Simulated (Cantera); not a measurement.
## Premixed flame

A freely propagating, adiabatic, planar premixed flame of CH₄ : O₂ : N₂ = 1 : 1.54 : 5.78 (molar parts), unburnt at 648 K and 0.474 atm; mixture-averaged transport, grid criteria slope 0.08 and curve 0.16, no radiation.

Detailed kinetics in Cantera: GRI-Mech 3.0 (53 species, 325 reactions). Burning velocities carry a grid error of a few per cent, more on coarse grids.

```json
[
 {"z (mm)": "-1.98", "T (K)": "648", "u (m/s)": "1.44", "x CH₄": "0.120", "x O₂": "0.185", "x O": "<1e-8", "x N₂O": "<1e-8", "x CH₃": "9.85e-8", "x CH₂CO": "<1e-8"},
 {"z (mm)": "-1.32", "T (K)": "651", "u (m/s)": "1.45", "x CH₄": "0.119", "x O₂": "0.184", "x O": "<1e-8", "x N₂O": "<1e-8", "x CH₃": "1.10e-6", "x CH₂CO": "2.70e-8"},
 {"z (mm)": "-0.988", "T (K)": "661", "u (m/s)": "1.48", "x CH₄": "0.118", "x O₂": "0.182", "x O": "2.65e-8", "x N₂O": "<1e-8", "x CH₃": "5.32e-6", "x CH₂CO": "2.10e-7"},
 {"z (mm)": "-0.659", "T (K)": "739", "u (m/s)": "1.68", "x CH₄": "0.110", "x O₂": "0.176", "x O": "6.97e-7", "x N₂O": "<1e-8", "x CH₃": "5.06e-5", "x CH₂CO": "4.10e-6"},
 {"z (mm)": "-0.329", "T (K)": "1158", "u (m/s)": "2.69", "x CH₄": "0.0757", "x O₂": "0.138", "x O": "2.69e-5", "x N₂O": "<1e-8", "x CH₃": "0.00128", "x CH₂CO": "8.24e-5"},
 {"z (mm)": "-0.165", "T (K)": "1552", "u (m/s)": "3.67", "x CH₄": "0.0404", "x O₂": "0.0939", "x O": "0.000158", "x N₂O": "<1e-8", "x CH₃": "0.00463", "x CH₂CO": "0.000225"},
 {"z (mm)": "0", "T (K)": "1898", "u (m/s)": "4.54", "x CH₄": "0.0109", "x O₂": "0.0469", "x O": "0.000589", "x N₂O": "1.55e-8", "x CH₃": "0.00463", "x CH₂CO": "0.000200"},
 {"z (mm)": "0.165", "T (K)": "2063", "u (m/s)": "4.95", "x CH₄": "0.00138", "x O₂": "0.0190", "x O": "0.00119", "x N₂O": "1.79e-8", "x CH₃": "0.00125", "x CH₂CO": "4.70e-5"},
 {"z (mm)": "0.329", "T (K)": "2108", "u (m/s)": "5.05", "x CH₄": "0.000111", "x O₂": "0.00816", "x O": "0.00155", "x N₂O": "1.79e-8", "x CH₃": "0.000148", "x CH₂CO": "4.91e-6"},
 {"z (mm)": "0.659", "T (K)": "2128", "u (m/s)": "5.08", "x CH₄": "6.80e-7", "x O₂": "0.00332", "x O": "0.00160", "x N₂O": "1.57e-8", "x CH₃": "1.19e-6", "x CH₂CO": "4.95e-8"},
 {"z (mm)": "1.32", "T (K)": "2145", "u (m/s)": "5.11", "x CH₄": "<1e-8", "x O₂": "0.00242", "x O": "0.00141", "x N₂O": "1.40e-8", "x CH₃": "<1e-8", "x CH₂CO": "<1e-8"},
 {"z (mm)": "2.63", "T (K)": "2168", "u (m/s)": "5.15", "x CH₄": "<1e-8", "x O₂": "0.00198", "x O": "0.00115", "x N₂O": "1.35e-8", "x CH₃": "<1e-8", "x CH₂CO": "<1e-8"},
 {"z (mm)": "5.27", "T (K)": "2199", "u (m/s)": "5.21", "x CH₄": "<1e-8", "x O₂": "0.00144", "x O": "0.000824", "x N₂O": "1.32e-8", "x CH₃": "<1e-8", "x CH₂CO": "<1e-8"}
]
```
x: mole fraction of selected species; z is measured from the peak of heat release.

| Item | Result |
|---|---|
| laminar burning velocity | 144 cm/s |
| thermal thickness | 0.659 mm |
| peak x(O) | 0.00162 |
| peak x(CH₃) | 0.00556 |
| peak x(CH₂CO) | 0.000254 |
| grid points | 142 |
